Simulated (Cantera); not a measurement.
Feed: 1 mol FeS2, 2100 mol H2, equilibrated at 1875 °C and 0.133 bar.

Cantera equilibrium calculation (NASA polynomials, part measured and part estimated; ideal gas, pure solids and liquids). Candidate condensed phases: Fe, FeS, FeS2, S; 8 gas species. The numbers say what is thermodynamically allowed, not how fast it happens.

Base state: H2 0.987, H 0.0114, H2S 0.000510, Fe 0.000473, SH 0.000337, S 7.51e-5, S2 1.22e-5 (mole fractions); condensed: gas only.

Problem. What changes in the equilibrium state with this change: pressure from 0.133 bar to 72.0 mbar?

Solution. 
| species | before | after |
|---|---|---|
| H2 | 0.987 | 0.983 |
| H | 0.0114 | 0.0154 |
| Fe | 0.000473 | 0.000472 |
| H2S | 0.000510 | 0.000420 |
| S | 7.51e-5 | 0.000115 |
| S2 | 1.22e-5 | 1.54e-5 |
